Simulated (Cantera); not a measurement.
What does this Cantera script print?

```python
import numpy as np
import cantera as ct

gas = ct.Solution("gri30.yaml")
gas.TPX = 500, 24000, {'CH4': 1, 'H2': 0.16, 'O2': 1.6, 'N2': 6.4}
flame = ct.FreeFlame(gas, width=0.11)
flame.set_refine_criteria(ratio=3, slope=0.08, curve=0.16)
flame.transport_model = "mixture-averaged"
flame.solve(loglevel=0, auto=True)
z, T = flame.grid, flame.T
thick = (T[-1] - T[0]) / np.gradient(T, z).max()
show = ['CH4', 'H2', 'O2', 'CH2CO', 'O', 'HO2']
print(f"laminar burning velocity  {flame.velocity[0] * 100:.3f} cm/s")
print(f"burnt temperature         {T[-1]:.1f} K")
print(f"thermal thickness         {thick * 1e3:.4f} mm")
print(f"grid points               {len(z)}")
z0 = z[flame.heat_release_rate.argmax()]
print(f"{'z/mm':>9s}{'T/K':>9s}{'u/(m/s)':>9s}" + "".join(f"{s:>11s}" for s in show))
rows = []
for k in (-3, -2, -1.5, -1, -0.5, -0.25, 0, 0.25, 0.5, 1, 2, 4, 8):
    zz = z0 + k * thick
    rows.append([k * thick, np.interp(zz, z, T), np.interp(zz, z, flame.velocity),
                 *(np.interp(zz, z, flame.X[gas.species_index(s)]) for s in show)])
    print(f"{rows[-1][0] * 1e3:9.3f}{rows[-1][1]:9.1f}{rows[-1][2]:9.3f}" + "".join(f"{x:11.3e}" for x in rows[-1][3:]))
```

Result:

```
laminar burning velocity  100.756 cm/s
burnt temperature         2127.5 K
thermal thickness         1.3509 mm
grid points               153
     z/mm      T/K  u/(m/s)        CH4         H2         O2      CH2CO          O        HO2
   -4.053    500.1    1.009  1.090e-01  1.860e-02  1.745e-01  7.838e-11  7.635e-11  8.530e-08
   -2.702    501.9    1.015  1.086e-01  2.124e-02  1.739e-01  3.486e-09  2.834e-09  1.748e-06
   -2.026    511.1    1.037  1.076e-01  2.489e-02  1.729e-01  4.220e-08  2.698e-08  1.068e-05
   -1.351    591.1    1.211  1.019e-01  3.266e-02  1.672e-01  1.250e-06  5.695e-07  4.960e-05
   -0.675   1028.6    2.149  7.067e-02  4.546e-02  1.319e-01  4.016e-05  2.342e-05  5.958e-05
   -0.338   1421.5    3.012  3.841e-02  5.158e-02  9.030e-02  1.309e-04  1.406e-04  1.024e-04
    0.000   1763.1    3.777  1.068e-02  5.278e-02  4.529e-02  1.329e-04  5.476e-04  5.692e-05
    0.338   1923.1    4.132  1.356e-03  4.799e-02  1.818e-02  3.084e-05  1.115e-03  8.003e-06
    0.675   1965.4    4.217  1.066e-04  4.401e-02  7.581e-03  2.830e-06  1.396e-03  1.046e-06
    1.351   1983.2    4.240  5.524e-07  4.302e-02  2.898e-03  2.481e-08  1.389e-03  3.416e-07
    2.702   1996.5    4.258  1.488e-10  4.400e-02  2.101e-03  2.665e-11  1.246e-03  2.646e-07
    5.404   2013.7    4.288  4.604e-14  4.415e-02  1.780e-03  1.475e-14  1.062e-03  2.284e-07
   10.807   2038.8    4.334  2.909e-15  4.398e-02  1.372e-03  5.505e-18  8.081e-04  1.819e-07
```

Model: GRI-Mech 3.0 (53 species, 325 reactions), integrated in Cantera. Burning velocities carry a grid error of a few per cent, more on coarse grids.
